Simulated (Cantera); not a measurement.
An isothermal, constant-pressure homogeneous reactor starts with 23.3 % CH4, 76.7 % H2O, at 1375 K and 71000 Pa.

Detailed kinetics in Cantera: GRI-Mech 3.0 (53 species, 325 reactions).

Task: Predict: x(CH4) at 9.00 s; x(H2O) at 9.00 s; x(CH2CO) at 9.00 s; x(H) at 9.00 s; x(H2) at 9.00 s.

Result: 
* **x(CH4) at 9.00 s**: 0.109 (gas-phase equilibrium 5.65e-7)
* **x(H2O) at 9.00 s**: 0.673 (gas-phase equilibrium 0.328)
* **x(CH2CO) at 9.00 s**: 2.23e-5 (gas-phase equilibrium <1e-12)
* **x(H) at 9.00 s**: 1.27e-6 (gas-phase equilibrium 2.93e-6)
* **x(H2) at 9.00 s**: 0.163 (gas-phase equilibrium 0.514)
